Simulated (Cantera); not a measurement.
Charge: 1 mol BN, 0.29 mol O2, 0.47 mol N2, 5.2 mol F2, held at 1298 K and 1.00 Torr.

Equilibrium computed with Cantera from the NASA thermochemical tables; the gas is ideal and each condensed phase is pure. Candidate condensed phases: B, BN, B2O3; 31 gas species. The numbers say what is thermodynamically allowed, not how fast it happens.

Base state: F 0.765, BF3 0.104, N2 0.100, O2 0.0300, F2 0.000840, NO 5.28e-5 (mole fractions); condensed: gas only.

Task: What changes in the equilibrium state with this change: temperature from 1298 K to 2025 K?

Result: 
| species | before | after |
|---|---|---|
| F | 0.765 | 0.765 |
| BF3 | 0.104 | 0.103 |
| N2 | 0.100 | 0.0997 |
| O | 8.10e-7 | 0.00368 |
| O2 | 0.0300 | 0.0276 |
| NO | 5.28e-5 | 0.00106 |
| BOF | <1e-9 | 1.85e-5 |
| F2 | 0.000840 | 3.20e-6 |
